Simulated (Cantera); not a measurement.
# Premixed flame

A freely propagating, adiabatic, planar premixed flame of 22.7 % H₂, 14.3 % O₂, 63.0 % N₂, unburnt at 573 K and 4.93 atm; multicomponent+Soret transport, grid criteria slope 0.08 and curve 0.16, no radiation.

Cantera simulation using the H2/O2 subset of GRI-Mech 3.0, which has no nitrogen chemistry; the numbers are that mechanism's predictions, not measurements. The hydrogen kinetics of GRI-Mech 3.0 are dated; newer H2 mechanisms differ, most at raised pressure. Burning velocities carry a grid error of a few per cent, more on coarse grids.

```tsv
z (mm)	T (K)	u (m/s)	x H₂	x O₂	x H	x HO₂	x O	x H₂O₂
-0.183	573	2.99	0.226	0.143	<1e-8	<1e-8	<1e-8	<1e-8
-0.122	573	2.99	0.225	0.144	<1e-8	1.01e-7	<1e-8	1.04e-8
-0.0916	574	2.98	0.222	0.144	<1e-8	1.05e-6	<1e-8	1.11e-7
-0.0610	577	2.96	0.211	0.146	<1e-8	1.19e-5	1.03e-7	1.26e-6
-0.0305	667	3.26	0.166	0.151	3.26e-5	0.000537	1.22e-5	5.26e-5
-0.0153	955	4.56	0.125	0.138	0.00126	0.000669	0.000302	9.56e-5
0	1345	6.35	0.0759	0.105	0.00648	0.000346	0.00224	2.66e-5
0.0153	1625	7.64	0.0382	0.0708	0.0106	0.000183	0.00479	5.53e-6
0.0305	1785	8.38	0.0213	0.0534	0.0102	0.000109	0.00568	3.30e-6
0.0610	1945	9.09	0.0121	0.0436	0.00624	5.81e-5	0.00468	1.94e-6
0.122	2068	9.62	0.00711	0.0400	0.00254	2.86e-5	0.00262	1.18e-6
0.244	2142	9.92	0.00341	0.0386	0.000769	1.28e-5	0.00118	7.40e-7
0.488	2177	10.1	0.00142	0.0382	0.000202	6.06e-6	0.000491	4.77e-7
```
x: mole fraction of selected species; z is measured from the peak of heat release.

```yaml
laminar_burning_velocity: 299 cm/s
thermal_thickness: 0.0610 mm
peak x(H): 0.0109
peak x(HO₂): 0.000782
peak x(O): 0.00569
peak x(H₂O₂): 9.76e-5
```
